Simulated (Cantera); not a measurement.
# AlCl3 + NH3 + H2 (aluminium nitride and oxide growth)

Input: 1 mol AlCl3, 0.27 mol NH3, 420 mol H2, equilibrated at 0.100 bar.

Method: chemical equilibrium by Gibbs-energy minimisation in Cantera with the NASA 1993 tables (ideal gas, pure condensed phases). Candidate condensed phases: Al, AlCl3, AlN, NH4Cl; 20 gas species. The tables' values for AlCl2 are old estimates; treat these amounts as uncertain. Equilibrium is a limit: real reactors are often held back by kinetics, nucleation or transport.

```csv
T (K),x H2,x HCl,x H,x AlCl,x AlCl3,n AlN(s)
1050,0.996,0.00193,2.56e-8,1.53e-6,0.00172,0.270
1150,0.996,0.00204,2.35e-7,3.85e-5,0.00166,0.270
1250,0.996,0.00265,1.53e-6,0.000302,0.00130,0.270
1350,0.994,0.00381,7.52e-6,0.000850,0.000684,0.268
1450,0.993,0.00462,2.98e-5,0.00146,0.000219,0.215
1550,0.993,0.00450,9.92e-5,0.00218,5.18e-5,0
1650,0.992,0.00463,0.000286,0.00228,1.19e-5,0
1750,0.992,0.00468,0.000732,0.00231,3.08e-6,0
1850,0.991,0.00471,0.00170,0.00232,9.10e-7,0
1950,0.989,0.00473,0.00360,0.00231,3.02e-7,0
```
x: gas mole fraction; n: condensed amount in mol.

From 1050 K to 1450 K the condensed part is AlN(s). From 1550 K to 1950 K nothing is condensed. The main Al-bearing gas is AlCl3 at 1050 K and AlCl at 1950 K.
